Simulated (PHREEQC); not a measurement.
1 kg of water holding 0.024 mol K2CO3 meets 20 L of dry gas (CH4 1 by moles) at fixed total pressure, at 80 °C; fugacities by Peng-Robinson. The gases take part in no redox reaction, some water evaporates into the gas, and hydrates or a liquid gas phase aren't modelled. Nothing may precipitate in this run.

Computed with PHREEQC (ion-association model, phreeqc.dat).

```tsv
P (atm)	dissolved CH4 (mol/kgw)	φ of CH4
2	0.00145	0.998
5	0.00426	0.994
10	0.00885	0.988
20	0.0177	0.976
30	0.0262	0.965
40	0.0343	0.954
50	0.0420	0.944
75	0.0600	0.920
100	0.0761	0.899
150	0.104	0.865
200	0.128	0.841
300	0.166	0.816
400	0.198	0.813
```

Away from 25 °C the constants follow the database's enthalpies or fits; those with neither stay at their 25 °C values.
